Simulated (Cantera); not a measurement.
Input: 1 mol C3H6, 0.77 mol CO2, held at 2723.15 K and 13.0 Pa.

Method: chemical equilibrium by Gibbs-energy minimisation in Cantera with the NASA 1993 tables (ideal gas, pure condensed phases). Candidate condensed phases: C, C6H6, C7H8, C8H18, H2O; 110 gas species. Equilibrium is a limit: real reactors are often held back by kinetics, nucleation or transport.

Base state: H 0.691, CO 0.186, C3 0.0757, C 0.0200, H2 0.0162, C2 0.00777, C2H 0.00172, C5 0.000484 (mole fractions); condensed: gas only.

**Question.** What changes in the equilibrium state with this change: temperature from 2723.15 K to 1025 K?

**Answer.** 
```csv
species,before,after
H2,0.0162,0.661
CO,0.186,0.339
H,0.691,3.11e-7
C3,0.0757,<1e-9
C,0.0200,<1e-9
C2,0.00777,<1e-9
C2H,0.00172,<1e-9
C5,0.000484,<1e-9
C2H2 (acetylene),0.000364,1.46e-9
"C(graphite), mol",0,2.23
```

**Question.** What changes in the equilibrium state with this change: temperature from 2723.15 K to 2025 K?

**Answer.** 
```json
[
 {"species": "H2", "before": "0.0162", "after": "0.556"},
 {"species": "CO", "before": "0.186", "after": "0.318"},
 {"species": "H", "before": "0.691", "after": "0.126"},
 {"species": "C3", "before": "0.0757", "after": "3.92e-7"},
 {"species": "C", "before": "0.0200", "after": "3.99e-7"},
 {"species": "C5", "before": "0.000484", "after": "<1e-9"},
 {"species": "C2", "before": "0.00777", "after": "3.32e-8"},
 {"species": "C4", "before": "0.000101", "after": "<1e-9"},
 {"species": "CH", "before": "2.16e-5", "after": "1.66e-8"},
 {"species": "C2H", "before": "0.00172", "after": "2.32e-6"},
 {"species": "C(graphite), mol", "before": "0", "after": "2.23"}
]
```

**Question.** What changes in the equilibrium state with this change: CO2 from 0.77 to 0.11 mol?

**Answer.** 
```tsv
species	before	after
H	0.691	0.820
C3	0.0757	0.0918
CO	0.186	0.0319
H2	0.0162	0.0227
C	0.0200	0.0214
C2H2 (acetylene)	0.000364	0.000583
C5	0.000484	0.000667
C2H	0.00172	0.00232
C4	0.000101	0.000130
CH	2.16e-5	2.73e-5
C(graphite), mol	0	0.652
```
